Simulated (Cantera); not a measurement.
Charge: 1 mol C6H6, 1.1 mol H2O, 3.5 mol H2, equilibrated at 29.0 bar.

Equilibrium computed with Cantera from the NASA thermochemical tables; the gas is ideal and each condensed phase is pure. Candidate condensed phases: C, C6H6, C7H8, C8H18, H2O; 110 gas species. Equilibrium is a limit: real reactors are often held back by kinetics, nucleation or transport.

Over these rows the condensed part is C(graphite). Partial pressures as log10 of bar:

```csv
T (K),1000/T (1/K),log p H2O,log p H2,log p CO,log p CH4
1223,0.8177,0.08,1.29,0.48,0.71
1323,0.7559,?,1.34,0.54,0.51
1423,0.7027,-0.58,1.36,0.56,0.31
1523,0.6566,-0.89,1.38,0.57,0.12
1623,0.6161,-1.16,1.39,0.57,-0.06
1723,0.5804,-1.41,1.39,0.57,-0.21
```

**Question.** Fit log p(H2O) = a + b·(1000/T) to the five rows, give the apparent enthalpy, and predict the row at 1323 K.

**Answer.** Means: 1000/T = 0.6747, log p = -0.792. Sxy = 0.212248, Sxx = 0.0338871, so b = 6.26 and a = -0.792 − (6.26)×0.6747 = -5.02.
Apparent enthalpy: −19.145 × (6.26) = -120 kJ/mol. With the condensed phases at unit activity, H2(g) + CO(g) = H2O(g) + C(graphite) links this pressure to the main gases: over the six rows their terms move log p by +0.19 in all, so the slope isn't that reaction's ΔH° alone. The five rows lie within 0.04 of the line.
Prediction at 1323 K: -5.02 + (6.26)×0.7559 = -0.29. The computed value is -0.25, 0.04 from the line.
